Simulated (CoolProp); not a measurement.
The numbers come from the reference Helmholtz-energy equation of state, Lemmon 2005 in CoolProp. It is a short technical equation, of lower accuracy than the large ones.

**Question.** For cis-2-butene, give the phase and the cv (kJ/(kg K)), speed of sound (m/s) at 185.55 °C and 0.0604 MPa; 201.05 °C and 0.0604 MPa; 231.95 °C and 0.0604 MPa.

**Answer.** 
- 185.55 °C and 0.0604 MPa: gas; cv 1.91, speed of sound 270
- 201.05 °C and 0.0604 MPa: gas; cv 1.97, speed of sound 274
- 231.95 °C and 0.0604 MPa: gas; cv 2.07, speed of sound 282
